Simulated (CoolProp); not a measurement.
Saturation properties of CH2F2 (R32) (Tc = 78.1 °C, pc = 57.83 bar, ω = 0.277).

The numbers come from the reference Helmholtz-energy equation of state, Tillner-Roth 1997 in CoolProp.

```json
[
 {"T (°C)": "-55.25", "p (bar)": "0.8405", "liquid density (kg/m³)": "1223", "vapour Z": "0.9627"},
 {"T (°C)": "-45.25", "p (bar)": "1.390", "liquid density (kg/m³)": "1195", "vapour Z": "0.9486"},
 {"T (°C)": "-35.35", "p (bar)": "2.180", "liquid density (kg/m³)": "1167", "vapour Z": "0.9316"},
 {"T (°C)": "-25.45", "p (bar)": "3.287", "liquid density (kg/m³)": "1137", "vapour Z": "0.9114"},
 {"T (°C)": "-15.45", "p (bar)": "4.802", "liquid density (kg/m³)": "1106", "vapour Z": "0.8875"},
 {"T (°C)": "-5.55", "p (bar)": "6.780", "liquid density (kg/m³)": "1074", "vapour Z": "0.8602"},
 {"T (°C)": "4.35", "p (bar)": "9.325", "liquid density (kg/m³)": "1040", "vapour Z": "0.8289"},
 {"T (°C)": "14.35", "p (bar)": "12.57", "liquid density (kg/m³)": "1003", "vapour Z": "0.7928"}
]
```

It boils at -51.7 °C under 1 atm.
